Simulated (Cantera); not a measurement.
Charge: 1 mol borazine, 0.16 mol O2, 0.38 mol H2, held at 1850 °C and 0.0460 bar.

These are equilibrium values from Cantera (NASA tables, ideal gas, pure condensed phases), not measurements of a reactor. Candidate condensed phases: B, BN, B2O3, B3O3H3, H2O; 39 gas species. The feed counts by its element totals alone. The tables' values for BH2 are old estimates; treat these amounts as uncertain. Rates play no part.

Base state: H2 0.865, HBO 0.0551, N2 0.0427, H 0.0156, BO 0.0129, B2O2 0.00805, BH2 0.000457, HBO2 0.000201 (mole fractions); condensed: BN(s).

What changes in the equilibrium state with this change: O2 from 0.16 to 3.2 mol?


```
species       before    after
----------  --------  -------
HBO2        0.000201    0.303
N2            0.0427    0.234
H2             0.865    0.223
H2O          2.62e-5    0.146
B2O3        0.000194   0.0786
HBO           0.0551  0.00383
BO            0.0129  0.00176
H             0.0156  0.00790
BH2         0.000457    <1e-9
B2O         0.000147    <1e-9
NO             <1e-9  2.65e-5
O              <1e-9  1.61e-5
BN(s), mol      2.68        0
```

What changes in the equilibrium state with this change: O2 from 0.16 to 1.4 mol?


```csv
species,before,after
H2,0.865,0.465
N2,0.0427,0.214
HBO,0.0551,0.142
B2O2,0.00805,0.0993
B2O3,0.000194,0.0188
BO,0.0129,0.0452
H,0.0156,0.0114
BO2,5.39e-7,1.49e-5
HBO2,0.000201,0.00407
H2O,2.62e-5,0.000111
BH2,0.000457,0.000110
B,1.16e-5,5.16e-6
"BN(s), mol",2.68,0.341
```
